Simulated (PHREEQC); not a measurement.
# Silver or lead bath

Dissolve 63 mmol/kgw Pb(NO3)2, 0.13 mmol/kgw NaCl and 24 mmol/kgw Zn(NO3)2 at 25 °C. It is in equilibrium with CO2 at log p = -3.5 (atm). Otherwise closed; pH follows from the charge balance.

The numbers come from PHREEQC with the ion-association model, phreeqc.dat.

* **pH**: 4.50
* **ionic strength**: 0.212 mol/kgw

```csv
species,molality,activity,log γ
NO3-,0.150,0.103,-0.162
Pb+2,0.0386,0.0118,-0.514
PbNO3+,0.0243,0.0181,-0.128
Zn+2,0.0240,0.00700,-0.535
Na+,0.000130,9.68e-5,-0.128
Cl-,8.85e-5,6.29e-5,-0.148
H+,3.99e-5,3.17e-5,-0.100
PbCl+,3.98e-5,2.96e-5,-0.128
Pb2OH+3,2.75e-5,1.92e-6,-1.156
```

Precipitation was switched off in this run. Complexes and solids missing from the database can't appear.
